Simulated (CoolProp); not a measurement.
Vapour-liquid equilibrium of R134a (1) + cyclopropane (2) at 334.5 K; x and y are mole fractions of (1).

Values from CoolProp's multi-fluid Helmholtz-energy mixture model, Tillner-Roth 1994 and Polt 1992; pair parameters Bell 2016. This equation is an older, rougher fit; its heat capacities, sound speeds and derivatives of the liquid may be far off and weren't checked against measurements.

Question: Give the bubble pressure and the first vapour's composition at x = 0.05, 0.425, 0.875. Is there an azeotrope?

Answer: x = 0.05: 18.67 bar, y = 0.098; x = 0.425: 22.55 bar, y = 0.444; x = 0.875: 19.75 bar, y = 0.812. y crosses x between x = 0.425 and 0.5: the model has an azeotrope there.

The pair parameters rest on a limited set of measurements; away from them the model extrapolates.
